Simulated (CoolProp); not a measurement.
Values from CoolProp's reference Helmholtz-energy equation of state, Lemmon 2006. It is a short technical equation, of lower accuracy than the large ones.

Task: For CH3F (R41), give the phase and the expansivity (1/kK), fugacity coefficient at 393.4 K and 17.5 MPa.

Result: 
- 393.4 K and 17.5 MPa: supercritical; expansivity 9.73, fugacity coefficient 0.574
